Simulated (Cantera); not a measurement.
A closed system holds: 1 mol Cu, 1.8 mol HF, 0.2 mol H2, at 3.90 Torr.

Equilibrium computed with Cantera from the NASA thermochemical tables; the gas is ideal and each condensed phase is pure. Candidate condensed phases: Cu, CuF2; 15 gas species. Equilibrium is a limit: real reactors are often held back by kinetics, nucleation or transport.

Question: Which condensed phases are stable at each of these points (T (°C)): 175, 275, 375, 475, 575, 675, 775, 875, 975, 1075, 1175?

Answer: 
```tsv
T (°C)	condensed phases	Cu condensed (%)
175	Cu(s)	100.0
275	Cu(s)	100.0
375	Cu(s)	100.0
475	Cu(s)	100.0
575	Cu(s)	100.0
675	Cu(s)	100.0
775	Cu(s)	100.0
875	Cu(s)	100.0
975	Cu(s)	100.0
1075	Cu(s)	100.0
1175	Cu(l)	99.8
```

From 175 °C to 1075 °C the condensed part is Cu(s). At 1175 °C the condensed part is Cu(l).
